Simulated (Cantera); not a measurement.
# SiHCl3 + Cl2 + H2 (silicon epitaxy and polysilicon growth)

Feed: 1 mol SiHCl3, 0.0065 mol Cl2, 61 mol H2, held at 101000 Pa.

These are equilibrium values from Cantera (NASA tables, ideal gas, pure condensed phases), not measurements of a reactor. Candidate condensed phases: Si; 19 gas species. The tables' values for SiCl3 are old estimates; treat these amounts as uncertain. Gases not in the tables: Si2H6 and higher silanes. Equilibrium is a limit: real reactors are often held back by kinetics, nucleation or transport.

```tsv
T (K)	log p H2	log p HCl	log p SiHCl3	log p SiCl4	log p SiCl2	n Si(s)
875	0.00	-2.75	-2.14	-2.23	-5.40	0.135
975	0.00	-2.33	-2.17	-2.26	-4.44	0.187
1075	0.00	-1.99	-2.24	-2.33	-3.69	0.278
1175	-0.01	-1.74	-2.37	-2.48	-3.12	0.405
1275	-0.01	-1.57	-2.59	-2.76	-2.72	0.534
1375	-0.01	-1.48	-2.94	-3.21	-2.48	0.622
1475	-0.01	-1.44	-3.37	-3.77	-2.37	0.657
1575	-0.01	-1.43	-3.81	-4.35	-2.32	0.663
1675	-0.01	-1.43	-4.22	-4.89	-2.29	0.659
```
log p: log10 of the partial pressure in bar; n: condensed amount in mol.

From 875 K to 1675 K the condensed part is Si(s). The main Si-bearing gas is SiHCl3 at 875 K and SiCl2 at 1675 K. The share of Si in condensed phases is highest at 1575 K (66.3 %) and lowest at 875 K (13.5 %).
